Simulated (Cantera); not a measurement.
An adiabatic, constant-pressure homogeneous reactor starts with CO : H2 : CH4 : O2 : N2 = 1 : 1 : 0.08 : 2.83 : 10.6 (molar parts), equivalence ratio 0.41, at 1375 K and 233 Torr.

Computed with Cantera and GRI-Mech 3.0 (53 species, 325 reactions).

Predict: time of steepest temperature rise; temperature at 0.400 s; equilibrium temperature; x(CO) at 0.400 s; x(H2) at 0.400 s; x(N2O) at 0.400 s.


* **time of steepest temperature rise**: 96.3 µs
* **temperature at 0.400 s**: 2310 K
* **equilibrium temperature**: 2310 K
* **x(CO) at 0.400 s**: 0.00471 (gas-phase equilibrium 0.00470)
* **x(H2) at 0.400 s**: 0.000900 (gas-phase equilibrium 0.000898)
* **x(N2O) at 0.400 s**: 3.24e-7 (gas-phase equilibrium 3.26e-7)
